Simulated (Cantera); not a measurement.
A closed system holds: 1 mol BF₃, 0.12 mol H₂O, equilibrated at 13.3 mbar.

Equilibrium computed with Cantera from the NASA thermochemical tables; the gas is ideal and each condensed phase is pure. Candidate condensed phases: B, B₂O₃, B₃O₃H₃, H₂O; 43 gas species. The tables' values for BF₂ are old estimates; treat these amounts as uncertain. Rates play no part. All values below are at 2098 K.

Base state: BF₃ 0.707, HF 0.193, BOF 0.0965, BF₂ 0.00157, F 0.00145, H 5.68e-5, BOF₂ 5.55e-5, O 4.00e-5 (mole fractions); condensed: gas only.

### Question
What changes in the equilibrium state with this change: pressure from 13.3 mbar to 33.0 mbar?

### Answer
| species | before | after |
|---|---|---|
| BF₃ | 0.707 | 0.708 |
| HF | 0.193 | 0.193 |
| BOF | 0.0965 | 0.0965 |
| F | 0.00145 | 0.000866 |
| BF₂ | 0.00157 | 0.00106 |
| O₂ | 1.13e-5 | 2.17e-5 |
| BOF₂ | 5.55e-5 | 8.20e-5 |
| H | 5.68e-5 | 3.85e-5 |
| O | 4.00e-5 | 3.52e-5 |
